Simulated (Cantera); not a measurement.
Feed: 1 mol Fe(CO)5, 0.74 mol O2, 5.5 mol H2, equilibrated at 1375 K and 1280 Torr.

Equilibrium computed with Cantera from the NASA thermochemical tables; the gas is ideal and each condensed phase is pure. Candidate condensed phases: C, C6H6, C7H8, C8H18, Fe, Fe(CO)5, FeO, Fe(OH)2, Fe(OH)3, Fe2O3, Fe3O4, H2O; 114 gas species. Rates play no part.

Base state: CO 0.430, H2 0.429, H2O 0.0949, CO2 0.0461, CH4 2.37e-5 (mole fractions); condensed: Fe(γ).

Q: What changes in the equilibrium state with this change: O2 from 0.74 to 0.034 mol?

A: 
```tsv
species	before	after
H2	0.429	0.518
CO	0.430	0.474
H2O	0.0949	0.00509
CO2	0.0461	0.00225
CH4	2.37e-5	0.000856
Fe(γ), mol	1.000	1.00
```
